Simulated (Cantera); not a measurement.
An isothermal, constant-pressure homogeneous reactor starts with H2 : O2 : N2 = 1.1 : 1 : 4.2 (molar parts), at 875 K and 0.760 bar.

Computed with Cantera and the H2/O2 subset of GRI-Mech 3.0, which has no nitrogen chemistry. Below about 950 K walls govern HO2 and H2O2 in real vessels. The temperature is held fixed by assumption; the heat of reaction is taken as removed at once.

**Question.** Predict: x(H2) at 20.0 s; x(O2) at 20.0 s; x(H2O) at 20.0 s; x(OH) at 20.0 s; x(O) at 20.0 s; x(H) at 20.0 s; x(H2O2) at 20.0 s.

**Answer.** 
```json
{
  "x(H2) at 20.0 s": "0.00865 (gas-phase equilibrium <1e-12)",
  "x(O2) at 20.0 s": "0.0822 (gas-phase equilibrium 0.0783)",
  "x(H2O) at 20.0 s": "0.182 (gas-phase equilibrium 0.191)",
  "x(OH) at 20.0 s": "2.36e-8 (gas-phase equilibrium 8.20e-9)",
  "x(O) at 20.0 s": "1.16e-8 (gas-phase equilibrium <1e-12)",
  "x(H) at 20.0 s": "1.08e-8 (gas-phase equilibrium <1e-12)",
  "x(H2O2) at 20.0 s": "0.000116 (gas-phase equilibrium 2.12e-11)"
}
```
